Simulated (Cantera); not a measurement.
# Fluorocarbon and chlorocarbon gases: C2F6 + HCl + H2

Feed: 1 mol C2F6, 0.027 mol HCl, 12 mol H2, held at 777 °C and 1.00 bar.

Equilibrium computed with Cantera from the NASA thermochemical tables; the gas is ideal and each condensed phase is pure. Candidate condensed phases: C, C6H6, C7H8, C8H18; 118 gas species. The feed counts by its element totals alone. Kinetics and transport are ignored.

```
Item                Value
--------------  ---------
x(H2)               0.573
x(HF)               0.407
x(CH4)             0.0188
x(HCl)            0.00183
x(H2F2)           5.52e-6
n(C(graphite))   1.72 mol
gas amount      14.75 mol
```
